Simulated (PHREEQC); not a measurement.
Synthetic water in mmol/kgw, 25 °C, pH 2.75, pe 8.1: Na 15.7; K 4.31; Ca 5.05; Mg 12.8; Cl 16.1; S(6) 22.4; Fe(3) 0.025; Zn 1.51.

Valence states are taken as typed.

Model: ion-association model, phreeqc.dat, run in PHREEQC.

The ionic strength comes out as 0.0725 mol/kgw. What activity coefficients do SO4-2, Fe+3, FeSO4+, ZnCl+, Ca+2 get?

SO4-2 0.41, Fe+3 0.21, FeSO4+ 0.80, ZnCl+ 0.79, Ca+2 0.43.

This is a speciation only: nothing precipitates in the calculation. Examples of supersaturated solids here: Hematite (slow to form), Goethite (slow to form). Others may be too. Species that the database lacks are ignored.
